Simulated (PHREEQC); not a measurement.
# Acid mine or pickling water: an equilibrium model

Synthetic water in mg/kgw, 25 °C, pH 3.74, pe 10: Na 814; K 29.8; Ca 269; Mg 34.4; Cl 424; S(6) as SO4 1910; Li 0.0407; F 0.649.

Cl is adjusted to close the charge balance.
Valence states are taken as typed.

The numbers come from PHREEQC with the ion-association model, phreeqc.dat.

The ionic strength is 0.0668 mol/kgw and the specific conductance comes out as 4760 µS/cm. The density is 1.000 g/cm³ and the total alkalinity comes out as -0.372 meq/kg.

```
species  molality  activity   log γ
-------  --------  --------  ------
Na+        0.0343    0.0277  -0.092
SO4-2      0.0157   0.00666  -0.373
Cl-        0.0130    0.0103  -0.100
Ca+2      0.00444   0.00194  -0.359
CaSO4     0.00227   0.00230   0.007
NaSO4-    0.00114  0.000925  -0.090
Mg+2     0.000835  0.000376  -0.346
K+       0.000729  0.000578  -0.101
MgSO4    0.000579  0.000588   0.007
H+       0.000216  0.000182  -0.075
HSO4-    0.000147  0.000118  -0.095
```

Precipitation was switched off in this run.
